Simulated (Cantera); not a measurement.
Input: 1 mol SiH₂Cl₂, 1.2 mol N₂, 72 mol H₂, at 18.0 mbar.

These are equilibrium values from Cantera (NASA tables, ideal gas, pure condensed phases), not measurements of a reactor. Candidate condensed phases: NH₄Cl, Si, Si₃N₄; 28 gas species. N₂ is the only nitrogen source here; it is nearly inert below about 1500 K, so the nitride shown seldom forms there in practice. Mutual solubility and eutectic melting of coexisting phases are not modelled. The numbers say what is thermodynamically allowed, not how fast it happens.

Which condensed phases are stable at each of these points (T (K)): 1398, 1423, 1448, 1473, 1498, 1523, 1548, 1573?


```
T (K)  condensed phases  Si condensed (%)
-----  ----------------  ----------------
1398           Si₃N₄(s)              98.1
1423           Si₃N₄(s)              97.2
1448           Si₃N₄(s)              96.1
1473           Si₃N₄(s)              94.6
1498           Si₃N₄(s)              92.7
1523           Si₃N₄(s)              90.4
1548           Si₃N₄(s)              87.7
1573   Si(s) + Si₃N₄(s)              86.0
```

From 1398 K to 1548 K the condensed part is Si₃N₄(s). At 1573 K the condensed part is Si(s) + Si₃N₄(s).
